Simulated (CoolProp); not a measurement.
Saturation properties of methane (Tc = 190.6 K, pc = 4.599 MPa, ω = 0.011).

Values from CoolProp's reference Helmholtz-energy equation of state, Setzmann 1991.

```json
[
 {"T (K)": "112.2", "p (MPa)": "0.1058", "liquid density (kg/m³)": "421.6", "enthalpy of vaporisation (kJ/kg)": "509.9", "vapour Z": "0.9627"},
 {"T (K)": "115", "p (MPa)": "0.1322", "liquid density (kg/m³)": "417.4", "enthalpy of vaporisation (kJ/kg)": "504.6", "vapour Z": "0.9565"},
 {"T (K)": "117.9", "p (MPa)": "0.1645", "liquid density (kg/m³)": "413.1", "enthalpy of vaporisation (kJ/kg)": "498.9", "vapour Z": "0.9493"},
 {"T (K)": "120.7", "p (MPa)": "0.2011", "liquid density (kg/m³)": "408.8", "enthalpy of vaporisation (kJ/kg)": "493.1", "vapour Z": "0.9417"},
 {"T (K)": "123.6", "p (MPa)": "0.2451", "liquid density (kg/m³)": "404.3", "enthalpy of vaporisation (kJ/kg)": "486.9", "vapour Z": "0.9331"},
 {"T (K)": "126.4", "p (MPa)": "0.2941", "liquid density (kg/m³)": "399.9", "enthalpy of vaporisation (kJ/kg)": "480.6", "vapour Z": "0.9242"},
 {"T (K)": "129.3", "p (MPa)": "0.3521", "liquid density (kg/m³)": "395.2", "enthalpy of vaporisation (kJ/kg)": "473.7", "vapour Z": "0.9141"},
 {"T (K)": "132.1", "p (MPa)": "0.4158", "liquid density (kg/m³)": "390.6", "enthalpy of vaporisation (kJ/kg)": "466.8", "vapour Z": "0.9038"},
 {"T (K)": "134.9", "p (MPa)": "0.4876", "liquid density (kg/m³)": "385.8", "enthalpy of vaporisation (kJ/kg)": "459.5", "vapour Z": "0.8926"},
 {"T (K)": "137.8", "p (MPa)": "0.5712", "liquid density (kg/m³)": "380.8", "enthalpy of vaporisation (kJ/kg)": "451.5", "vapour Z": "0.8803"},
 {"T (K)": "140.6", "p (MPa)": "0.6613", "liquid density (kg/m³)": "375.8", "enthalpy of vaporisation (kJ/kg)": "443.4", "vapour Z": "0.8677"},
 {"T (K)": "143.5", "p (MPa)": "0.7651", "liquid density (kg/m³)": "370.5", "enthalpy of vaporisation (kJ/kg)": "434.5", "vapour Z": "0.8538"}
]
```

It boils at 111.7 K under 1 atm.
